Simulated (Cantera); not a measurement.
Feed: 1 mol BF3, 5.3 mol O2, 0.3 mol H2, equilibrated at 2002 °C and 0.0900 Torr.

Equilibrium computed with Cantera from the NASA thermochemical tables; the gas is ideal and each condensed phase is pure. Candidate condensed phases: B, B2O3, B3O3H3, H2O; 43 gas species. The tables' values for BF2 are old estimates; treat these amounts as uncertain. Rates play no part.

Base state: O2 0.414, O 0.252, F 0.154, BOF 0.110, HF 0.0669, BF3 0.00176, H 0.000286, OH 0.000175 (mole fractions); condensed: gas only.

What changes in the equilibrium state with this change: H2 from 0.3 to 0.43 mol?


```
species    before     after
-------  --------  --------
O2          0.414     0.413
O           0.252     0.252
F           0.154     0.126
HF         0.0669    0.0957
BOF         0.110     0.111
H        0.000286  0.000499
OH       0.000175  0.000305
BF3       0.00176   0.00119
```
